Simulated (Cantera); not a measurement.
Adiabatic ignition

An adiabatic, constant-volume homogeneous reactor starts with CH₄ : O₂ : N₂ = 1 : 2.5 : 9.4 (molar parts), at 1498 K and 2.50 bar.

Detailed kinetics in Cantera: GRI-Mech 3.0 (53 species, 325 reactions).

```
t (s)     T (K)  P (bar)   x CH₄    x O₂     x N₂O     x CO₂    x CH₂O
--------  -----  -------  ------  ------  --------  --------  --------
2.00e-6    1498     2.50  0.0775   0.194    <1e-12    <1e-12   7.65e-9
4.11e-6    1498     2.50  0.0775   0.194  1.66e-12  2.34e-12   3.50e-8
8.46e-6    1498     2.50  0.0775   0.194  5.96e-12  1.70e-11   1.62e-7
1.74e-5    1498     2.50  0.0775   0.194  2.23e-11  1.54e-10   7.89e-7
3.58e-5    1498     2.50  0.0775   0.194  8.24e-11   1.80e-9   4.28e-6
7.37e-5    1498     2.50  0.0774   0.194  2.79e-10   2.80e-8   2.62e-5
0.000152   1499     2.50  0.0771   0.194  8.73e-10   4.58e-7  0.000157
0.000312   1509     2.52  0.0752   0.192   3.89e-9   6.28e-6  0.000796
0.000641   2906     5.00  <1e-12  0.0433   1.81e-6    0.0500  4.56e-10
0.00132    2892     4.97  <1e-12  0.0390   1.99e-6    0.0500  4.57e-10
0.00271    2891     4.97  <1e-12  0.0388   2.00e-6    0.0500  4.57e-10
0.00558    2891     4.97  <1e-12  0.0388   2.00e-6    0.0500  4.57e-10
0.0115     2891     4.97  <1e-12  0.0388   2.00e-6    0.0500  4.57e-10
0.0236     2891     4.97  <1e-12  0.0388   2.00e-6    0.0500  4.57e-10
0.0486     2891     4.97  <1e-12  0.0388   2.00e-6    0.0500  4.57e-10
0.100      2891     4.97  <1e-12  0.0388   2.00e-6    0.0500  4.57e-10
```
x: mole fraction; the columns are a selection and need not sum to one.

```json
{
 "time_of_steepest_temperature_rise": "0.517 ms",
 "temperature at 0.100 s": "2891 K",
 "equilibrium_temperature": "2891 K",
 "x(CH₄) at 0.100 s": "<1e-12 (gas-phase equilibrium <1e-12)",
 "x(O₂) at 0.100 s": "0.0388 (gas-phase equilibrium 0.0388)",
 "x(N₂O) at 0.100 s": "2.00e-6 (gas-phase equilibrium 2.00e-6)"
}
```
